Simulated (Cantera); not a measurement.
A Cantera script and what it prints.

```python
import numpy as np
import cantera as ct

gas_names = [...]  # 136 gases of nasa_gas.yaml made of C, H, N, O
cond_names = """
    C(gr) C6H6(L) C7H8(L) C8H18(L),n-octa H2O(s) H2O(L)
""".split()


# ... load() reads the species with a 1 bar reference pressure and builds the phases ...
atoms = {
    'C2H2': {'C': 2, 'H': 2},
    'H2O': {'H': 2, 'O': 1},
    'N2': {'N': 2},
}
top_T = {'C(gr)': 4500}  # K; cautious upper limits of use, not melting points


# ... equilibrate(T, P, feed) seeds the gas with the atoms and calls Mixture.equilibrate('TP', solver="vcs", rtol=1e-11, max_steps=5000) ...
results = []
feed = {'C2H2': 1, 'H2O': 0.049, 'N2': 15}  # mol
P = 330  # Pa
for T in [1423, 1523, 1623, 1723, 1823, 1923, 2023, 2123, 2223, 2323, 2423, 2523, 2623, 2723]:
    mix = equilibrate(T, P, feed)
    results.append((T, P, feed, dict(zip(mix.species_names, mix.species_moles))))
    x = sorted(zip(gas.X, gas.species_names), reverse=True)
    print(f"T = {T:g} K  P = {P:g} Pa  gas = {mix.phase_moles(0):.4g} mol")
    print("   x: " + "  ".join(f"{s} {v:.3e}" for v, s in x if v > 0.0001))
    print("   condensed (mol): " + ("  ".join(f"{mix.phase(i).name} {mix.phase_moles(i):.4g}"
          for i in range(1, mix.n_phases) if mix.phase_moles(i) > 1e-12) or "none"))
```

It prints:

```
T = 1423 K  P = 330 Pa  gas = 16.1 mol
   x: N2 9.317e-01  H2 6.507e-02  CO 3.044e-03  HCN 1.468e-04
   condensed (mol): C(gr) 1.949
T = 1523 K  P = 330 Pa  gas = 16.1 mol
   x: N2 9.316e-01  H2 6.495e-02  CO 3.044e-03  HCN 3.051e-04  H 1.025e-04
   condensed (mol): C(gr) 1.946
T = 1623 K  P = 330 Pa  gas = 16.1 mol
   x: N2 9.314e-01  H2 6.470e-02  CO 3.043e-03  HCN 5.781e-04  H 3.060e-04
   condensed (mol): C(gr) 1.941
T = 1723 K  P = 330 Pa  gas = 16.1 mol
   x: N2 9.309e-01  H2 6.421e-02  CO 3.043e-03  HCN 1.014e-03  H 8.044e-04
   condensed (mol): C(gr) 1.934
T = 1823 K  P = 330 Pa  gas = 16.11 mol
   x: N2 9.300e-01  H2 6.327e-02  CO 3.041e-03  H 1.897e-03  HCN 1.664e-03
   condensed (mol): C(gr) 1.923
T = 1923 K  P = 330 Pa  gas = 16.13 mol
   x: N2 9.285e-01  H2 6.162e-02  H 4.071e-03  CO 3.038e-03  HCN 2.573e-03  HNC 1.264e-04
   condensed (mol): C(gr) 1.906
T = 2023 K  P = 330 Pa  gas = 16.16 mol
   x: N2 9.260e-01  H2 5.885e-02  H 8.020e-03  HCN 3.764e-03  CO 3.032e-03  HNC 2.229e-04
   condensed (mol): C(gr) 1.885
T = 2123 K  P = 330 Pa  gas = 16.22 mol
   x: N2 9.222e-01  H2 5.452e-02  H 1.458e-02  HCN 5.215e-03  CO 3.022e-03  HNC 3.656e-04
   condensed (mol): C(gr) 1.857
T = 2223 K  P = 330 Pa  gas = 16.3 mol
   x: N2 9.165e-01  H2 4.828e-02  H 2.450e-02  HCN 6.824e-03  CO 3.006e-03  HNC 5.578e-04  C2H2,acetylene 1.401e-04  CN 1.287e-04
   condensed (mol): C(gr) 1.823
T = 2323 K  P = 330 Pa  gas = 16.41 mol
   x: N2 9.091e-01  H2 4.013e-02  H 3.798e-02  HCN 8.396e-03  CO 2.985e-03  HNC 7.892e-04  CN 3.510e-04  C2H2,acetylene 1.943e-04
   condensed (mol): C(gr) 1.787
T = 2423 K  P = 330 Pa  gas = 16.55 mol
   x: N2 9.003e-01  H 5.410e-02  H2 3.072e-02  HCN 9.654e-03  CO 2.960e-03  HNC 1.032e-03  CN 8.797e-04  C2H2,acetylene 2.377e-04
   condensed (mol): C(gr) 1.747
T = 2523 K  P = 330 Pa  gas = 16.71 mol
   x: N2 8.907e-01  H 7.069e-02  H2 2.135e-02  HCN 1.034e-02  CO 2.932e-03  CN 2.046e-03  HNC 1.243e-03  C2H2,acetylene 2.542e-04  C3 2.147e-04
   condensed (mol): C(gr) 1.697
T = 2623 K  P = 330 Pa  gas = 16.88 mol
   x: N2 8.806e-01  H 8.506e-02  H2 1.346e-02  HCN 1.033e-02  CN 4.456e-03  CO 2.903e-03  HNC 1.384e-03  C3 9.306e-04  C 2.525e-04  C2H2,acetylene 2.385e-04  C2H 1.387e-04  C2N2 1.381e-04
   condensed (mol): C(gr) 1.606
T = 2723 K  P = 330 Pa  gas = 17.08 mol
   x: N2 8.681e-01  H 9.537e-02  HCN 9.729e-03  CN 9.140e-03  H2 7.824e-03  C3 3.609e-03  CO 2.870e-03  HNC 1.441e-03  C 8.397e-04  C2 3.471e-04  C2H 2.700e-04  C2N2 2.301e-04  C2H2,acetylene 2.003e-04
   condensed (mol): C(gr) 1.366
```

Cantera equilibrium calculation (NASA polynomials, part measured and part estimated; ideal gas, pure solids and liquids).
